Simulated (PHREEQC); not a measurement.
A made-up water analysis in mg/L, 25 °C, pH 6.65, pe 11.8: Na 12.7; K 4.27; Ca 2.47; Mg 0.487; Cl 13.7; S(6) as SO4 12.4; Alkalinity as HCO3 9.65; Pb 0.543; Li 0.000627; Sr 0.0111; Br 0.0474; Ni 0.25; N(5) as NO3 1.41.

Valence states are taken as typed.

The numbers come from PHREEQC with the ion-association model, wateq4f.dat.

```json
{
  "ionic_strength": "0.00104 mol/kgw",
  "charge_balance_error": "0.8 %"
}
```

```json
[
 {"species": "Na+", "molality": "0.000552", "activity": "0.000532", "log γ": "-0.016"},
 {"species": "Cl-", "molality": "0.000386", "activity": "0.000373", "log γ": "-0.016"},
 {"species": "HCO3-", "molality": "0.000155", "activity": "0.000150", "log γ": "-0.016"},
 {"species": "SO4-2", "molality": "0.000127", "activity": "0.000110", "log γ": "-0.062"},
 {"species": "K+", "molality": "0.000109", "activity": "0.000105", "log γ": "-0.016"},
 {"species": "CO2", "molality": "7.52e-5", "activity": "7.52e-5", "log γ": "0.000"},
 {"species": "Ca+2", "molality": "6.04e-5", "activity": "5.23e-5", "log γ": "-0.062"},
 {"species": "NO3-", "molality": "2.27e-5", "activity": "2.19e-5", "log γ": "-0.016"},
 {"species": "Mg+2", "molality": "1.96e-5", "activity": "1.70e-5", "log γ": "-0.062"},
 {"species": "Ni+2", "molality": "3.44e-6", "activity": "2.97e-6", "log γ": "-0.063"},
 {"species": "Pb+2", "molality": "1.52e-6", "activity": "1.32e-6", "log γ": "-0.063"},
 {"species": "CaSO4", "molality": "1.15e-6", "activity": "1.15e-6", "log γ": "0.000"},
 {"species": "PbCO3", "molality": "7.16e-7", "activity": "7.16e-7", "log γ": "0.000"},
 {"species": "NiCO3", "molality": "6.90e-7", "activity": "6.90e-7", "log γ": "0.000"},
 {"species": "Br-", "molality": "5.93e-7", "activity": "5.72e-7", "log γ": "-0.016"},
 {"species": "MgSO4", "molality": "4.37e-7", "activity": "4.37e-7", "log γ": "0.000"}
]
```

Precipitation was switched off in this run. The database's nickel carbonate constants are estimates that later reviews lower a good deal.
